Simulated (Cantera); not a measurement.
## Equilibrium for silicon oxide and oxynitride deposition: TEOS + O₂ + H₂ + NO

Input: 1 mol TEOS, 0.36 mol O₂, 0.33 mol H₂, a varied amount of NO, equilibrated at 1123 K and 0.930 bar.

Method: chemical equilibrium by Gibbs-energy minimisation in Cantera with the NASA 1993 tables (ideal gas, pure condensed phases). Candidate condensed phases: C, C₆H₆, C₇H₈, C₈H₁₈, H₂O, Si, SiC, SiO₂, Si₂N₂O, Si₃N₄; 151 gas species. The feed counts by its element totals alone. The numbers say what is thermodynamically allowed, not how fast it happens.

```tsv
n(NO) (mol)	log p H₂	log p CO	log p N₂	log p H₂O	log p CO₂	log p CH₄	log p NH₃	log p HCN	n C(graphite)	n SiO₂(β-quartz)
1	-0.19	-0.64	-1.48	-2.01	-2.50	-1.91	-4.58	-5.36	4.29	1.00
1.4	-0.21	-0.62	-1.36	-2.00	-2.45	-1.95	-4.54	-5.31	3.92	1.00
2	-0.23	-0.58	-1.23	-2.00	-2.38	-2.00	-4.52	-5.25	3.35	1.00
2.7	-0.26	-0.55	-1.12	-1.99	-2.32	-2.05	-4.51	-5.22	2.69	1.00
3.7	-0.30	-0.51	-1.02	-1.99	-2.24	-2.13	-4.51	-5.18	1.75	1.00
5.2	-0.35	-0.47	-0.93	-2.00	-2.16	-2.23	-4.53	-5.16	0.321	1.00
7.2	-0.41	-0.52	-0.82	-1.32	-1.46	-3.14	-4.57	-5.92	0	1.00
```
log p: log10 of the partial pressure in bar; n: condensed amount in mol.

From 1 mol NO to 5.2 mol NO the condensed part is C(graphite) + SiO₂(β-quartz). At 7.2 mol NO the condensed part is SiO₂(β-quartz).
